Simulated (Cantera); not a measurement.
Input: 1 mol CH2F2, 0.018 mol F2, equilibrated at 0.0900 Torr.

Method: chemical equilibrium by Gibbs-energy minimisation in Cantera with the NASA 1993 tables (ideal gas, pure condensed phases). Candidate condensed phases: C, C6H6, C7H8, C8H18; 95 gas species. Rates play no part.

Over these rows the condensed part is C(graphite). Partial pressures as log10 of bar:

| T (K) | 1000/T (1/K) | log p C2H2 (acetylene) | log p HF | log p F | log p H |
|---|---|---|---|---|---|
| 2100 | 0.4762 | -10.90 | -3.93 | -5.62 | -6.54 |
| 2200 | 0.4545 | -10.08 | -3.94 | -5.51 | -5.99 |
| 2300 | 0.4348 | -9.50 | -3.95 | -5.32 | -5.58 |
| 2400 | 0.4167 | -9.06 | -3.97 | -5.12 | -5.25 |
| 2500 | 0.4000 | ? | -4.02 | -4.91 | -4.98 |
| 2600 | 0.3846 | -8.49 | -4.10 | -4.73 | -4.77 |

**Question.** Fit log p(C2H2 (acetylene)) = a + b·(1000/T) to the five rows, give the apparent enthalpy, and predict the row at 2500 K.

**Answer.** Means: 1000/T = 0.4334, log p = -9.606. Sxy = -0.128815, Sxx = 0.0049393, so b = -26.08 and a = -9.606 − (-26.08)×0.4334 = 1.70.
Apparent enthalpy: −19.145 × (-26.08) = 499 kJ/mol. With the condensed phases at unit activity, 2 C(graphite) + 2 H(g) = C2H2 (acetylene)(g) links this pressure to the main gases: over the six rows their terms move log p by +3.54 in all, so the slope isn't that reaction's ΔH° alone. The five rows lie within 0.18 of the line; that is curvature, so one enthalpy describes this range poorly.
Prediction at 2500 K: 1.70 + (-26.08)×0.4000 = -8.73. The computed value is -8.73, 0.00 from the line.
